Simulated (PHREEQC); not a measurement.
A made-up water analysis in mg/L, 25 °C, pH 8.38, pe 9.7:

| constituent | mg/L |
|---|---|
| Na | 17.4 |
| K | 19 |
| Ca | 20.3 |
| Mg | 11.6 |
| Cl | 31.5 |
| S(6) as SO4 | 59.7 |
| Alkalinity as HCO3 | 56.8 |
| Cd | 5.71 |
| Br | 2.66 |

Cl is adjusted to close the charge balance.
Valence states are taken as typed.

The numbers come from PHREEQC with the ion-association model, wateq4f.dat.

This is a speciation only: nothing precipitates in the calculation.

Task: Order these Ca species by the share of Ca that they hold, largest first: CaHCO3+, CaCO3, Ca+2, CaSO4.

Result: Ca+2 (92 %), CaSO4 (5.7 %), CaCO3 (1.1 %), CaHCO3+ (0.78 %)

The pH is 8.38 and the ionic strength 0.00466 mol/kgw. Saturation is exceeded, for instance for Otavite; the values hold only as long as no solid forms.
